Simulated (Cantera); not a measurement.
Charge: 1 mol SiCl4, 34 mol H2, equilibrated at 1.13 Torr.

Method: chemical equilibrium by Gibbs-energy minimisation in Cantera with the NASA 1993 tables (ideal gas, pure condensed phases). Candidate condensed phases: Si; 19 gas species. The tables' values for SiCl3, SiCl are old estimates; treat these amounts as uncertain. Gases not in the tables: Si2H6 and higher silanes. Kinetics and transport are ignored.

log p: log10 of the partial pressure in bar; n: condensed amount in mol.

```json
[
 {"T (°C)": "800", "log p H2": "-2.86", "log p H": "-9.28", "log p HCl": "-4.07", "log p Si": "-14.16", "log p SiCl2": "-5.00", "n Si(s)": "0.350", "n Si(l)": "0"},
 {"T (°C)": "900", "log p H2": "-2.86", "log p H": "(withheld)", "log p HCl": "-3.96", "log p Si": "(withheld)", "log p SiCl2": "(withheld)", "n Si(s)": "0.398", "n Si(l)": "0"},
 {"T (°C)": "1000", "log p H2": "-2.87", "log p H": "-7.58", "log p HCl": "-3.95", "log p Si": "-10.74", "log p SiCl2": "-4.61", "n Si(s)": "0.379", "n Si(l)": "0"},
 {"T (°C)": "1100", "log p H2": "-2.87", "log p H": "-6.91", "log p HCl": "-3.95", "log p Si": "-9.41", "log p SiCl2": "-4.58", "n Si(s)": "0.351", "n Si(l)": "0"},
 {"T (°C)": "1200", "log p H2": "-2.87", "log p H": "-6.33", "log p HCl": "-3.96", "log p Si": "-8.26", "log p SiCl2": "-4.55", "n Si(s)": "0.323", "n Si(l)": "0"},
 {"T (°C)": "1300", "log p H2": "-2.87", "log p H": "-5.82", "log p HCl": "-3.97", "log p Si": "-7.26", "log p SiCl2": "-4.54", "n Si(s)": "0.297", "n Si(l)": "0"},
 {"T (°C)": "1400", "log p H2": "-2.87", "log p H": "-5.38", "log p HCl": "-3.97", "log p Si": "-6.38", "log p SiCl2": "-4.53", "n Si(s)": "0.265", "n Si(l)": "0"},
 {"T (°C)": "1500", "log p H2": "-2.87", "log p H": "-4.98", "log p HCl": "-3.96", "log p Si": "-5.67", "log p SiCl2": "-4.55", "n Si(s)": "0", "n Si(l)": "0.253"},
 {"T (°C)": "1600", "log p H2": "-2.88", "log p H": "-4.63", "log p HCl": "-3.96", "log p Si": "-5.05", "log p SiCl2": "-4.59", "n Si(s)": "0", "n Si(l)": "0.112"},
 {"T (°C)": "1700", "log p H2": "-2.89", "log p H": "(withheld)", "log p HCl": "-3.92", "log p Si": "(withheld)", "log p SiCl2": "(withheld)", "n Si(s)": "0", "n Si(l)": "0"},
 {"T (°C)": "1800", "log p H2": "-2.91", "log p H": "-4.04", "log p HCl": "-3.88", "log p Si": "-4.56", "log p SiCl2": "-5.06", "n Si(s)": "0", "n Si(l)": "0"},
 {"T (°C)": "1900", "log p H2": "-2.94", "log p H": "-3.79", "log p HCl": "-3.88", "log p Si": "-4.49", "log p SiCl2": "-5.47", "n Si(s)": "0", "n Si(l)": "0"}
]
```

**Question.** Fill in the missing entries.

**Answer.** 
- 1700, log p H: -4.32
- 1700, log p Si: -4.71
- 1700, log p SiCl2: -4.76
- 900, log p H: -8.36
- 900, log p Si: -12.31
- 900, log p SiCl2: -4.70
